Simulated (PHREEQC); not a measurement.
A PHREEQC input (ion-association model, wateq4f.dat):

```
SOLUTION 1
  temp 25
  units mg/L
  pH 6.15
  pe 9.9
  Na 0.00266
  K 0.00447
  Ca 0.0142
  Mg 0.00338
  Cl 0.0081
  S(6) 0.00689 as SO4
  Alkalinity 0.0517 as HCO3
  Cd 0.00427
END
USE solution 5
EQUILIBRIUM_PHASES 1
  Quartz 0 0.5
  CO2(g) -3.4 10
END
```

It stops with these messages:

```
ERROR: Solution 5 not found.
```

The fault: USE names a solution that was never defined. The line should read `USE solution 1` where the input has `USE solution 5`. With the mend the run ends at pH 5.68 and ionic strength 3.94e-6 mol/kgw.
